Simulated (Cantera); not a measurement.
Cantera run:

```python
import numpy as np
import cantera as ct

gas_names = """
    AL ALCL ALCL2 ALCL3 ALH ALN AL2 AL2CL6 CL CL2 H HCL H2 N NH NH2 NH3 N2 N2H2 N2H4
""".split()
cond_names = """
    AL(cr) AL(L) ALCL3(s) ALCL3(L) ALN(s) NH4CL(a) NH4CL(b)
""".split()


def load(file, names, dense=False):
    # The tables refer to 1 bar. Condensed volumes are neglected.
    table = {s.name: s for s in ct.Species.list_from_file(file)}
    out = []
    for n in names:
        d = dict(table[n].input_data)
        d["thermo"] = dict(d["thermo"], **{"reference-pressure": 1e5})
        if dense:
            d["equation-of-state"] = {"model": "constant-volume", "density": "1e6 g/cm^3"}
        out.append(ct.Species.from_dict(d))
    return out


gas = ct.Solution(thermo="ideal-gas", species=load("nasa_gas.yaml", gas_names))
cond = {s.name: ct.Solution(thermo="fixed-stoichiometry", species=[s], name=s.name)
        for s in load("nasa_condensed.yaml", cond_names, dense=True)}
atoms = {
    'AlN': {'AL': 1, 'N': 1},
    'Cl2': {'CL': 2},
    'H2': {'H': 2},
}
top_T = {'ALN(s)': 2750}  # K; cautious upper limits of use, not melting points


def equilibrate(T, P, feed):
    n = {}
    for name, mol in feed.items():
        for a, k in atoms[name].items():
            n[a] = n.get(a, 0.0) + k * mol
    gas.TPX = T, P, n
    mass = sum(n.values()) * gas.mean_molecular_weight
    gas.equilibrate("TP")
    valid = [c for c in cond.values() if c.min_temp <= T <= top_T.get(c.name, c.max_temp)]
    mix = ct.Mixture([(gas, mass / gas.mean_molecular_weight)] + [(c, 0.0) for c in valid])
    mix.T, mix.P = T, P
    mix.equilibrate("TP", solver="vcs", rtol=1e-11, max_steps=5000)
    return mix


results = []
feed = {'AlN': 1, 'Cl2': 1.2, 'H2': 9.4}  # mol
P = 12  # Pa
for T in [823, 898, 973, 1048, 1123, 1198, 1273, 1348, 1423, 1498, 1573, 1648, 1723, 1798]:
    mix = equilibrate(T, P, feed)
    results.append((T, P, feed, dict(zip(mix.species_names, mix.species_moles))))

top = {s: max(r[3][s] / sum(r[3][g] for g in gas_names) for r in results) for s in gas_names}
cols = sorted((s for s in top if top[s] > 1e-05), key=lambda s: -top[s])[:9]
seen = [c for c in cond_names if any(r[3].get(c, 0) > 1e-12 for r in results)]
print("log10 of partial pressures in bar; condensed amounts in mol")
print(f"{'T/K':>10s}" + "".join(f"{s[:9]:>10s}" for s in cols + seen))
for T, P, feed, n in results:
    ng = sum(n[g] for g in gas_names)
    print(f"{T:10.4g}" + "".join(f"{np.log10(max(n[s] / ng * P / 1e5, 1e-99)):10.3f}" for s in cols)
          + "".join(f"{n.get(c, 0):10.4g}" for c in seen))
```

It prints:

```
log10 of partial pressures in bar; condensed amounts in mol
       T/K        H2       HCL      ALCL     ALCL3        N2         H     ALCL2        CL        AL    ALN(s)
       823    -3.996    -4.967   -13.483    -5.263    -5.564   -13.132   -10.851   -14.095   -25.812    0.5178
       898    -3.995    -4.986   -11.622    -5.251    -5.552   -11.958    -9.721   -12.959   -22.401    0.5044
       973    -3.994    -5.002   -10.050    -5.241    -5.542   -10.963    -8.767   -11.997   -19.520    0.4932
      1048    -3.993    -5.016    -8.708    -5.234    -5.534   -10.109    -7.953   -11.171   -17.055    0.4834
      1123    -3.993    -5.029    -7.549    -5.230    -5.525    -9.367    -7.251   -10.454   -14.922    0.4723
      1198    -3.993    -5.043    -6.546    -5.240    -5.504    -8.718    -6.650    -9.829   -13.066    0.4444
      1273    -4.000    -5.067    -5.704    -5.308    -5.422    -8.147    -6.172    -9.285   -11.462    0.3185
      1348    -4.019    -5.084    -5.171    -5.559    -5.274    -7.645    -5.949    -8.790   -10.262         0
      1423    -4.031    -4.954    -5.086    -5.889    -5.280    -7.193    -5.999    -8.203    -9.724         0
      1498    -4.039    -4.891    -5.037    -6.321    -5.284    -6.785    -6.126    -7.730    -9.212         0
      1573    -4.044    -4.865    -5.014    -6.799    -5.286    -6.413    -6.295    -7.334    -8.737         0
      1648    -4.047    -4.857    -5.003    -7.273    -5.287    -6.074    -6.474    -6.989    -8.300         0
      1723    -4.052    -4.856    -4.999    -7.724    -5.289    -5.765    -6.650    -6.680    -7.901         0
      1798    -4.059    -4.862    -5.000    -8.150    -5.293    -5.483    -6.820    -6.402    -7.534         0
```

Cantera equilibrium calculation (NASA polynomials, part measured and part estimated; ideal gas, pure solids and liquids). The tables' values for AlCl2 are old estimates; treat these amounts as uncertain.
